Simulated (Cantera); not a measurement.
What does this Cantera script print?

```python
import numpy as np
import cantera as ct

gas = ct.Solution("gri30.yaml")
gas.TPX = 1123, 100000, {'N2O': 1, 'H2O': 0.077}
inlet = ct.Reservoir(gas, clone=True)

reactor = ct.IdealGasConstPressureReactor(gas, energy="off", clone=False)
exhaust = ct.Reservoir(gas, clone=True)
tau = [8, 2.1, 0.57, 0.15, 0.04, 0.011, 0.0029][0]
for a, b in ((inlet, reactor), (reactor, exhaust)):
    ct.MassFlowController(a, b, mdot=lambda t: reactor.mass / tau)
net = ct.ReactorNet([reactor])
show = ['N2O', 'H2O', 'HO2', 'O', 'OH', 'O2', 'H2']

rows = []
print(f"{'tau/s':>10s}{'T/K':>9s}" + "".join(f"{s:>11s}" for s in show))
for tau in [8, 2.1, 0.57, 0.15, 0.04, 0.011, 0.0029]:
    net.initial_time = 0.0
    net.advance(30 * tau)
    before = gas.X
    net.advance(40 * tau)
    drift = np.max(np.abs(gas.X - before) / (gas.X + 1e-9))
    rows.append([gas.T, *gas[show].X, drift])
    print(f"{tau:10.3e}{gas.T:9.1f}" + "".join(f"{x:11.3e}" for x in gas[show].X))
```

Result:

```
     tau/s      T/K        N2O        H2O        HO2          O         OH         O2         H2
 8.000e+00   1123.0  3.653e-01  5.776e-02  8.338e-08  3.094e-07  8.745e-06  1.833e-01  7.962e-09
 2.100e+00   1123.0  6.382e-01  6.442e-02  1.951e-07  4.051e-07  1.009e-05  9.362e-02  1.083e-08
 5.700e-01   1123.0  8.206e-01  6.887e-02  4.809e-07  4.721e-07  1.008e-05  3.449e-02  1.514e-08
 1.500e-01   1123.0  8.966e-01  7.072e-02  1.072e-06  5.252e-07  8.686e-06  1.009e-02  2.447e-08
 4.000e-02   1123.0  9.197e-01  7.128e-02  1.889e-06  5.662e-07  6.905e-06  2.762e-03  4.173e-08
 1.100e-02   1123.0  9.261e-01  7.143e-02  2.629e-06  5.865e-07  5.425e-06  7.621e-04  4.552e-08
 2.900e-03   1123.0  9.279e-01  7.148e-02  2.910e-06  5.911e-07  4.040e-06  1.985e-04  2.133e-08
```

Computed with Cantera and GRI-Mech 3.0 (53 species, 325 reactions). GRI-Mech 3.0 was tuned for natural gas; its chemistry of N2O as a main component is partial and can be far from experiment. The mechanism lacks the step 2 NO + O2 → 2 NO2, which can matter for NO2 below about 1400 K. The temperature is held fixed by assumption; the heat of reaction is taken as removed at once.
